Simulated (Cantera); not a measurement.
Input (Python, Cantera) and output of one run.

```python
import numpy as np
import cantera as ct

gas_names = """
    H HNO HNO2 HNO3 HO2 H2 H2O H2O2 N NH NH2 NH3 NH2OH NO NO2 NO3 N2 N2H2 N2H4 N2O O OH O2 O3 Si SiH
    SiH2 SiH3 SiH4 SiN SiO SiO2 Si2 Si2N Si3
""".split()
cond_names = """
    H2O(s) H2O(L) Si(cr) Si(L) SiO2(Lqz) SiO2(hqz) SiO2(L) Si2N2O(s) Si3N4(a)
""".split()


# ... load() reads the species with a 1 bar reference pressure and builds the phases ...
atoms = {
    'Si3N4': {'Si': 3, 'N': 4},
    'N2O': {'N': 2, 'O': 1},
    'H2': {'H': 2},
    'O2': {'O': 2},
}
top_T = {'Si2N2O(s)': 2100, 'Si3N4(a)': 2400}  # K; cautious upper limits of use, not melting points


# ... equilibrate(T, P, feed) seeds the gas with the atoms and calls Mixture.equilibrate('TP', solver="vcs", rtol=1e-11, max_steps=5000) ...
results = []
P = 730  # Pa
for T in [1123, 1173, 1223, 1273, 1323, 1373, 1423, 1473, 1523, 1573, 1623, 1673, 1723]:
    for m in [0.15, 0.19, 0.25, 0.32, 0.42, 0.54, 0.7]:
        feed = {'Si3N4': 1, 'N2O': m, 'H2': 45, 'O2': 0.075}  # mol
        mix = equilibrate(T, P, feed)
        results.append((T, P, feed, dict(zip(mix.species_names, mix.species_moles))))

for T, P, feed, n in results:
    print(f"{T:7g} {feed['N2O']:10.4g}  " + (" + ".join(c for c in cond_names if n.get(c, 0) > 1e-12) or "gas only"))
```

Output:

```
   1123       0.15  Si2N2O(s) + Si3N4(a)
   1123       0.19  Si2N2O(s) + Si3N4(a)
   1123       0.25  Si2N2O(s) + Si3N4(a)
   1123       0.32  Si2N2O(s) + Si3N4(a)
   1123       0.42  Si2N2O(s) + Si3N4(a)
   1123       0.54  Si2N2O(s) + Si3N4(a)
   1123        0.7  Si2N2O(s) + Si3N4(a)
   1173       0.15  Si2N2O(s) + Si3N4(a)
   1173       0.19  Si2N2O(s) + Si3N4(a)
   1173       0.25  Si2N2O(s) + Si3N4(a)
   1173       0.32  Si2N2O(s) + Si3N4(a)
   1173       0.42  Si2N2O(s) + Si3N4(a)
   1173       0.54  Si2N2O(s) + Si3N4(a)
   1173        0.7  Si2N2O(s) + Si3N4(a)
   1223       0.15  Si2N2O(s) + Si3N4(a)
   1223       0.19  Si2N2O(s) + Si3N4(a)
   1223       0.25  Si2N2O(s) + Si3N4(a)
   1223       0.32  Si2N2O(s) + Si3N4(a)
   1223       0.42  Si2N2O(s) + Si3N4(a)
   1223       0.54  Si2N2O(s) + Si3N4(a)
   1223        0.7  Si2N2O(s) + Si3N4(a)
   1273       0.15  Si2N2O(s) + Si3N4(a)
   1273       0.19  Si2N2O(s) + Si3N4(a)
   1273       0.25  Si2N2O(s) + Si3N4(a)
   1273       0.32  Si2N2O(s) + Si3N4(a)
   1273       0.42  Si2N2O(s) + Si3N4(a)
   1273       0.54  Si2N2O(s) + Si3N4(a)
   1273        0.7  Si2N2O(s) + Si3N4(a)
   1323       0.15  Si2N2O(s) + Si3N4(a)
   1323       0.19  Si2N2O(s) + Si3N4(a)
   1323       0.25  Si2N2O(s) + Si3N4(a)
   1323       0.32  Si2N2O(s) + Si3N4(a)
   1323       0.42  Si2N2O(s) + Si3N4(a)
   1323       0.54  Si2N2O(s) + Si3N4(a)
   1323        0.7  Si2N2O(s) + Si3N4(a)
   1373       0.15  Si2N2O(s) + Si3N4(a)
   1373       0.19  Si2N2O(s) + Si3N4(a)
   1373       0.25  Si2N2O(s) + Si3N4(a)
   1373       0.32  Si2N2O(s) + Si3N4(a)
   1373       0.42  Si2N2O(s) + Si3N4(a)
   1373       0.54  Si2N2O(s) + Si3N4(a)
   1373        0.7  Si2N2O(s) + Si3N4(a)
   1423       0.15  Si2N2O(s) + Si3N4(a)
   1423       0.19  Si2N2O(s) + Si3N4(a)
   1423       0.25  Si2N2O(s) + Si3N4(a)
   1423       0.32  Si2N2O(s) + Si3N4(a)
   1423       0.42  Si2N2O(s) + Si3N4(a)
   1423       0.54  Si2N2O(s) + Si3N4(a)
   1423        0.7  Si2N2O(s) + Si3N4(a)
   1473       0.15  Si2N2O(s) + Si3N4(a)
   1473       0.19  Si2N2O(s) + Si3N4(a)
   1473       0.25  Si2N2O(s) + Si3N4(a)
   1473       0.32  Si2N2O(s) + Si3N4(a)
   1473       0.42  Si2N2O(s) + Si3N4(a)
   1473       0.54  Si2N2O(s) + Si3N4(a)
   1473        0.7  Si2N2O(s) + Si3N4(a)
   1523       0.15  Si(cr) + Si2N2O(s) + Si3N4(a)
   1523       0.19  Si(cr) + Si2N2O(s) + Si3N4(a)
   1523       0.25  Si(cr) + Si2N2O(s) + Si3N4(a)
   1523       0.32  Si2N2O(s) + Si3N4(a)
   1523       0.42  Si2N2O(s) + Si3N4(a)
   1523       0.54  Si2N2O(s) + Si3N4(a)
   1523        0.7  Si2N2O(s) + Si3N4(a)
   1573       0.15  Si(cr) + Si2N2O(s) + Si3N4(a)
   1573       0.19  Si(cr) + Si2N2O(s) + Si3N4(a)
   1573       0.25  Si(cr) + Si2N2O(s) + Si3N4(a)
   1573       0.32  Si(cr) + Si2N2O(s) + Si3N4(a)
   1573       0.42  Si(cr) + Si2N2O(s) + Si3N4(a)
   1573       0.54  Si(cr) + Si2N2O(s) + Si3N4(a)
   1573        0.7  Si(cr) + Si2N2O(s) + Si3N4(a)
   1623       0.15  Si(cr) + Si2N2O(s)
   1623       0.19  Si(cr) + Si2N2O(s)
   1623       0.25  Si(cr) + Si2N2O(s)
   1623       0.32  Si(cr) + Si2N2O(s)
   1623       0.42  Si(cr) + Si2N2O(s)
   1623       0.54  Si(cr) + Si2N2O(s)
   1623        0.7  Si(cr) + Si2N2O(s)
   1673       0.15  Si(cr)
   1673       0.19  Si(cr)
   1673       0.25  Si(cr)
   1673       0.32  Si(cr)
   1673       0.42  Si(cr)
   1673       0.54  Si(cr) + Si2N2O(s)
   1673        0.7  Si(cr) + Si2N2O(s)
   1723       0.15  Si(L)
   1723       0.19  Si(L)
   1723       0.25  Si(L)
   1723       0.32  Si(L)
   1723       0.42  Si(L)
   1723       0.54  Si(L)
   1723        0.7  Si(L)
```

Cantera equilibrium calculation (NASA polynomials, part measured and part estimated; ideal gas, pure solids and liquids). Mutual solubility and eutectic melting of coexisting phases are not modelled.
